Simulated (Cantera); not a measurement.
An adiabatic, constant-pressure homogeneous reactor starts with CH₄ : CO : O₂ : N₂ = 1 : 1.2 : 2.36 : 8.89 (molar parts), equivalence ratio 1.1, at 1798 K and 0.580 bar. Integrator tolerance rtol = 1e-08.

Cantera simulation using GRI-Mech 3.0 (53 species, 325 reactions); the numbers are that mechanism's predictions, not measurements.

```
quantity                                                          before                                  after
---------------------------------  -------------------------------------  -------------------------------------
time of steepest temperature rise                               0.191 ms                               0.183 ms
temperature at 0.500 s                                            2799 K                                 2920 K
equilibrium temperature                                           2799 K                                 2920 K
x(CH₄) at 0.500 s                  <1e-12 (gas-phase equilibrium <1e-12)  <1e-12 (gas-phase equilibrium <1e-12)
x(CO) at 0.500 s                   0.0891 (gas-phase equilibrium 0.0891)  0.0954 (gas-phase equilibrium 0.0954)
x(O₂) at 0.500 s                   0.0240 (gas-phase equilibrium 0.0240)  0.0256 (gas-phase equilibrium 0.0256)
x(C₂H) at 0.500 s                  <1e-12 (gas-phase equilibrium <1e-12)  <1e-12 (gas-phase equilibrium <1e-12)
x(O) at 0.500 s                    0.0111 (gas-phase equilibrium 0.0111)  0.0139 (gas-phase equilibrium 0.0139)
x(H) at 0.500 s                    0.0151 (gas-phase equilibrium 0.0151)  0.0182 (gas-phase equilibrium 0.0182)
```

Q: Name the change that produced these shifts.
A) CO 1.2 to 3.1 parts
B) constant volume in place of constant pressure
C) initial temperature 1798 to 1175 K
D) CH4 1 to 2.6 parts

A: B, constant volume in place of constant pressure
